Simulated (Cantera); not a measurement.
Input: 1 mol Si, 2.3 mol HCl, 4.5 mol H2, equilibrated at 1400000 Pa.

Method: chemical equilibrium by Gibbs-energy minimisation in Cantera with the NASA 1993 tables (ideal gas, pure condensed phases). Candidate condensed phases: Si; 19 gas species. The tables' values for SiCl3 are old estimates; treat these amounts as uncertain. Gases not in the tables: Si2H6 and higher silanes. Equilibrium is a limit: real reactors are often held back by kinetics, nucleation or transport.

x: gas mole fraction; n: condensed amount in mol.

| T (°C) | x H2 | x HCl | x SiHCl3 | x SiCl2 | x SiCl4 | x SiCl3 | n Si(s) | n Si(l) |
|---|---|---|---|---|---|---|---|---|
| 452 | 0.887 | 0.000187 | 0.0634 | 3.10e-8 | 0.0433 | 2.34e-6 | 0.308 | 0 |
| 527 | 0.886 | ? | 0.0619 | ? | 0.0440 | 1.22e-5 | 0.309 | 0 |
| 602 | 0.886 | 0.00143 | 0.0605 | 2.93e-6 | 0.0445 | 4.75e-5 | 0.311 | 0 |
| 677 | 0.885 | 0.00308 | 0.0591 | 1.64e-5 | 0.0448 | 0.000148 | 0.314 | 0 |
| 752 | 0.883 | 0.00591 | 0.0575 | 7.07e-5 | 0.0448 | 0.000390 | 0.319 | 0 |
| 827 | 0.880 | 0.0103 | 0.0557 | 0.000247 | 0.0444 | 0.000887 | 0.326 | 0 |
| 902 | 0.875 | 0.0167 | 0.0535 | 0.000727 | 0.0433 | 0.00179 | 0.336 | 0 |
| 977 | 0.869 | 0.0253 | 0.0505 | 0.00185 | 0.0413 | 0.00327 | 0.347 | 0 |
| 1052 | 0.861 | 0.0361 | 0.0468 | 0.00414 | 0.0383 | 0.00540 | 0.360 | 0 |
| 1127 | 0.850 | 0.0488 | 0.0420 | 0.00827 | 0.0341 | 0.00815 | 0.371 | 0 |
| 1202 | 0.838 | ? | ? | ? | ? | 0.0112 | 0.378 | 0 |
| 1277 | 0.825 | 0.0773 | 0.0298 | 0.0241 | 0.0227 | 0.0140 | 0.379 | 0 |
| 1352 | 0.812 | 0.0908 | 0.0231 | 0.0355 | 0.0166 | 0.0159 | 0.374 | 0 |
| 1427 | 0.800 | 0.103 | 0.0169 | 0.0475 | 0.0112 | 0.0165 | 0 | 0.367 |

**Question.** What belongs in the gaps?

**Answer.** 
- 1202, x HCl: 0.0629
- 1202, x SiHCl3: 0.0363
- 1202, x SiCl2: 0.0149
- 1202, x SiCl4: 0.0287
- 527, x HCl: 0.000569
- 527, x SiCl2: 3.74e-7
